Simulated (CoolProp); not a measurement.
Vapour pressure (MPa) of tetrahydrofuran: the reference equation beside estimates from Tc = 267.0 °C, pc = 5.304 MPa, ω = 0.234. Clausius-Clapeyron is anchored at 33.25 °C with a constant enthalpy of vaporisation of 31.72 kJ/mol.

Values from CoolProp's reference Helmholtz-energy equation of state, Fiedler 2023.

| T (°C) | reference | Lee-Kesler | Clausius-Clapeyron | van der Waals | Redlich-Kwong | Soave-Redlich-Kwong | Peng-Robinson |
|---|---|---|---|---|---|---|---|
| 10.35 | 0.01093 | 0.01028 | 0.01123 | 0.2032 | 0.02287 | 0.01049 | 0.01111 |
| 21.75 | 0.01872 | 0.01774 | 0.01890 | 0.2611 | 0.03741 | 0.01804 | 0.01888 |
| 33.25 | 0.03072 | 0.02935 | 0.03072 | 0.3305 | 0.05867 | 0.02974 | 0.03079 |
| 44.65 | 0.04814 | 0.04639 | 0.04801 | 0.4109 | 0.08806 | 0.04684 | 0.04806 |
| 56.15 | 0.07299 | 0.07093 | 0.07302 | 0.5046 | 0.1280 | 0.07138 | 0.07269 |
| 67.55 | 0.1068 | 0.1046 | 0.1076 | 0.6110 | 0.1800 | 0.1049 | 0.1062 |
| 79.05 | 0.1522 | 0.1502 | 0.1551 | 0.7325 | 0.2470 | 0.1504 | 0.1513 |
| 90.45 | 0.2109 | 0.2094 | 0.2178 | 0.8679 | 0.3302 | 0.2095 | 0.2098 |
| 101.95 | 0.2865 | 0.2861 | 0.3005 | 1.020 | 0.4331 | 0.2859 | 0.2852 |
| 113.35 | 0.3802 | 0.3815 | 0.4056 | 1.188 | 0.5563 | 0.3813 | 0.3792 |
| 124.85 | 0.4967 | 0.5004 | 0.5395 | 1.374 | 0.7042 | 0.5004 | 0.4964 |
| 136.25 | 0.6369 | 0.6436 | 0.7045 | 1.576 | 0.8763 | 0.6445 | 0.6380 |
| 147.75 | 0.8064 | 0.8169 | 0.9088 | 1.798 | 1.078 | 0.8193 | 0.8099 |

Absolute difference from the reference over all 13 rows, mean and median: Lee-Kesler 2.3 and 1.3 %, Clausius-Clapeyron 4.1 and 2.7 %, van der Waals 573.5 and 381.3 %, Redlich-Kwong 65.9 and 62.3 %, Soave-Redlich-Kwong 1.8 and 1.6 %, Peng-Robinson 0.5 and 0.4 %.
